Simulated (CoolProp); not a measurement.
Properties of diethyl ether along the isotherm 548 K (Tc = 467.9 K, pc = 3.717 MPa, ω = 0.282).

Computed with CoolProp (reference Helmholtz-energy equation of state, Thol 2014).

```csv
p (MPa),phase,density (kg/m³),Joule-Thomson coefficient (K/MPa),isothermal compressibility (1/MPa)
0.0588,gas,0.9595,4.987,17.06
0.105,gas,1.717,5.003,9.576
0.186,gas,3.055,5.033,5.429
0.331,gas,5.479,5.087,3.075
0.588,gas,9.871,5.183,1.756
1.05,gas,18.10,5.363,1.011
1.86,gas,33.73,5.690,0.6037
3.31,gas,66.74,6.270,0.3827
5.88,supercritical,150.0,6.515,0.2665
10.5,supercritical,327.0,2.489,0.07725
18.6,supercritical,434.6,0.5250,0.01739
```
